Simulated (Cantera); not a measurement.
A diamond (100) surface in a fixed gas of H2 with x(CH4) = 0.011, x(CH3) = 3.7e-05, at 1273 K, 0.0898 atm; coverages are run to steady state.

Detailed kinetics in Cantera: the Harris–Goodwin 1993 mechanism for the reconstructed diamond (100) surface.

θ: site fractions in the mechanism's names (c6HH fully hydrogenated, c6H* and c6*H radical sites, c6** diradical, c6HM methylated).

```csv
x(H),growth (µm/h),θ c6HH,θ c6H*,θ c6*H,θ c6**,θ c6HM
0.0001,0.0356,0.648,0.0285,0.319,0.00441,0.000114
0.0002,0.0930,0.555,0.0357,0.399,0.00945,0.000153
0.00041,0.196,0.485,0.0408,0.456,0.0170,0.000192
0.00082,[?],0.443,0.0436,0.488,[?],0.000223
0.0016,0.518,0.419,0.0451,0.504,0.0318,0.000241
0.0033,0.795,0.404,0.0458,0.512,0.0369,0.000244
0.0067,[?],0.397,0.0463,0.516,0.0399,0.000227
0.013,1.75,0.394,0.0465,0.518,0.0415,0.000194
0.027,2.49,0.392,0.0469,0.518,0.0424,0.000144
```

Problem. Some entries are withheld; supply them.

Solution. 
- 0.00082, growth (µm/h): 0.338
- 0.00082, θ c6**: 0.0251
- 0.0067, growth (µm/h): 1.21
